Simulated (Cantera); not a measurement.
## Diamond growth

A diamond (100) surface in a fixed gas of H2 with x(CH4) = 0.0027, x(H) = 0.001, x(CH3) = 6.7e-05, 135 Torr; coverages are run to steady state.

Detailed kinetics in Cantera: the Harris–Goodwin 1993 mechanism for the reconstructed diamond (100) surface.

| T (K) | growth (µm/h) | θ c6HH | θ c6H* | θ c6*H | θ c6** | θ c6HM |
|---|---|---|---|---|---|---|
| 900 | 3.48 | 0.648 | 0.00979 | 0.273 | 0.00393 | 0.0521 |
| 975 | 5.12 | 0.593 | 0.0153 | 0.336 | 0.00717 | 0.0366 |
| 1050 | 6.22 | 0.541 | 0.0219 | 0.392 | 0.0116 | 0.0234 |
| 1125 | 5.20 | 0.498 | 0.0294 | 0.439 | 0.0169 | 0.0109 |
| 1200 | 2.94 | 0.462 | 0.0370 | 0.473 | 0.0224 | 0.00323 |
| 1275 | 1.77 | 0.433 | 0.0443 | 0.493 | 0.0271 | 0.000766 |
| 1350 | 1.42 | 0.415 | 0.0510 | 0.502 | 0.0308 | 0.000177 |
θ: site fractions in the mechanism's names (c6HH fully hydrogenated, c6H* and c6*H radical sites, c6** diradical, c6HM methylated).
